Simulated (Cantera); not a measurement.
A closed system holds: 1 mol Si3N4, 0.42 mol N2O, 8.2 mol N2, equilibrated at 0.0100 bar.

Method: chemical equilibrium by Gibbs-energy minimisation in Cantera with the NASA 1993 tables (ideal gas, pure condensed phases). Candidate condensed phases: Si, SiO2, Si2N2O, Si3N4; 16 gas species. Mutual solubility and eutectic melting of coexisting phases are not modelled. Rates play no part.

### Question
Which condensed phases are stable at each of these points (T (K)): 1098, 1198, 1298, 1398, 1498, 1598, 1698, 1798, 1898, 1998, 2098?

### Answer
```csv
T (K),condensed phases,Si condensed (%)
1098,Si2N2O(s) + Si3N4(s),100.0
1198,Si2N2O(s) + Si3N4(s),100.0
1298,Si2N2O(s) + Si3N4(s),100.0
1398,Si2N2O(s) + Si3N4(s),100.0
1498,Si2N2O(s) + Si3N4(s),100.0
1598,Si2N2O(s) + Si3N4(s),99.9
1698,Si2N2O(s) + Si3N4(s),99.1
1798,Si2N2O(s) + Si3N4(s),90.6
1898,Si(l),85.5
1998,Si(l),84.2
2098,Si(l),80.6
```

From 1098 K to 1798 K the condensed part is Si2N2O(s) + Si3N4(s). From 1898 K to 2098 K the condensed part is Si(l).
